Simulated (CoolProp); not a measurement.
CH3F (R41) at 268.08 K and 0.4 MPa is compressed adiabatically to 1.06 MPa with isentropic efficiency 0.85. Each further row changes one setting.

Values from CoolProp's reference Helmholtz-energy equation of state, Lemmon 2006. It is a short technical equation, of lower accuracy than the large ones.

```csv
case,work (kJ/kg),final temperature (K),final density (kg/m³)
as stated,79.5,343.5,13.4
efficiency 1,67.6,334.2,13.8
efficiency 0.65,104,362.3,12.6
```
